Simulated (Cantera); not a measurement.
An isothermal, constant-pressure homogeneous reactor starts with NH₃ : H₂ = 1 : 0.58 (molar parts), at 2400 K and 563 Torr. Integrator tolerance rtol = 1e-08.

Computed with Cantera and the gas-phase N/H chemistry of the illustrative SiF4/NH3 mechanism in the Surface Chemkin manual (1991). Walls and surfaces, which speed up NH3 decomposition in real reactors, are not modelled.

**Question.** What does this change do: temperature 2400 to 1575 K?

**Answer.** 
```json
[
 {"quantity": "x(NH₃) at 1.00 s", "before": "2.70e-6 (gas-phase equilibrium 2.69e-6)", "after": "0.592 (gas-phase equilibrium 1.18e-5)"},
 {"quantity": "x(H₂) at 1.00 s", "before": "0.791 (gas-phase equilibrium 0.791)", "after": "0.395 (gas-phase equilibrium 0.806)"},
 {"quantity": "x(N₂H₄) at 1.00 s", "before": "<1e-12 (gas-phase equilibrium <1e-12)", "after": "8.86e-8 (gas-phase equilibrium <1e-12)"},
 {"quantity": "x(H) at 1.00 s", "before": "0.0164 (gas-phase equilibrium 0.0164)", "after": "1.57e-5 (gas-phase equilibrium 4.34e-5)"},
 {"quantity": "x(NH₂) at 1.00 s", "before": "1.81e-7 (gas-phase equilibrium 1.81e-7)", "after": "5.51e-5 (gas-phase equilibrium 1.48e-9)"}
]
```
